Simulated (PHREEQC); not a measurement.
Dissolve 41 mmol/kgw K2CO3 at 25 °C. Closed to the air; pH follows from the charge balance.

Model: ion-association model, wateq4f.dat, run in PHREEQC.

Problem. The ionic strength comes out as 0.121 mol/kgw. What activity coefficients do K+, HCO3-, OH-, CO3-2 get?

Solution. K+ 0.75, HCO3- 0.78, OH- 0.75, CO3-2 0.36.

No solid was allowed to form.
